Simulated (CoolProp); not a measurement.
The numbers come from the reference Helmholtz-energy equation of state, Setzmann 1991 in CoolProp.

Q: Give the vapour pressure (bar), liquid cp (kJ/(kg K)), vapour Z, surface tension (mN/m) of saturated methane at 129.5, 143.7 K.

A: 
```json
[
 {"T (K)": "129.5", "p (bar)": "3.56", "liquid cp (kJ/(kg K))": "3.65", "vapour Z": "0.913", "surface tension (mN/m)": "9.50"},
 {"T (K)": "143.7", "p (bar)": "7.73", "liquid cp (kJ/(kg K))": "3.89", "vapour Z": "0.853", "surface tension (mN/m)": "6.89"}
]
```

Surface tension comes from a separate correlation (Mulero 2012).
